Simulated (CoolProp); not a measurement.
Properties of R13 along the isobar 0.101 MPa.

Values from CoolProp's reference Helmholtz-energy equation of state, Platzer 1990. This equation is an older, rougher fit.

```json
[
 {"T (K)": "243.5", "phase": "gas", "isothermal compressibility (1/MPa)": "10.09", "conductivity (mW/(m K))": "?"},
 {"T (K)": "247.5", "phase": "gas", "isothermal compressibility (1/MPa)": "10.08", "conductivity (mW/(m K))": "?"},
 {"T (K)": "251.5", "phase": "gas", "isothermal compressibility (1/MPa)": "10.07", "conductivity (mW/(m K))": "9.42"},
 {"T (K)": "255.5", "phase": "gas", "isothermal compressibility (1/MPa)": "10.06", "conductivity (mW/(m K))": "9.66"},
 {"T (K)": "259.5", "phase": "gas", "isothermal compressibility (1/MPa)": "10.05", "conductivity (mW/(m K))": "?"},
 {"T (K)": "263.6", "phase": "gas", "isothermal compressibility (1/MPa)": "10.04", "conductivity (mW/(m K))": "10.2"},
 {"T (K)": "267.6", "phase": "gas", "isothermal compressibility (1/MPa)": "10.03", "conductivity (mW/(m K))": "10.4"},
 {"T (K)": "271.6", "phase": "gas", "isothermal compressibility (1/MPa)": "10.03", "conductivity (mW/(m K))": "10.6"},
 {"T (K)": "275.6", "phase": "gas", "isothermal compressibility (1/MPa)": "10.02", "conductivity (mW/(m K))": "?"},
 {"T (K)": "279.6", "phase": "gas", "isothermal compressibility (1/MPa)": "10.02", "conductivity (mW/(m K))": "?"},
 {"T (K)": "283.6", "phase": "gas", "isothermal compressibility (1/MPa)": "10.01", "conductivity (mW/(m K))": "?"},
 {"T (K)": "287.7", "phase": "gas", "isothermal compressibility (1/MPa)": "10.01", "conductivity (mW/(m K))": "11.7"},
 {"T (K)": "291.7", "phase": "gas", "isothermal compressibility (1/MPa)": "10.00", "conductivity (mW/(m K))": "11.9"},
 {"T (K)": "295.7", "phase": "gas", "isothermal compressibility (1/MPa)": "9.996", "conductivity (mW/(m K))": "12.2"}
]
```

### Question
Fill in the missing entries.

### Answer

- 243.5, conductivity (mW/(m K)): 8.94
- 247.5, conductivity (mW/(m K)): 9.18
- 259.5, conductivity (mW/(m K)): 9.90
- 275.6, conductivity (mW/(m K)): 10.9
- 279.6, conductivity (mW/(m K)): 11.2
- 283.6, conductivity (mW/(m K)): 11.4

Thermal conductivity comes from a separate model (Huber 2003), an estimate that may be off by 10 % or more.
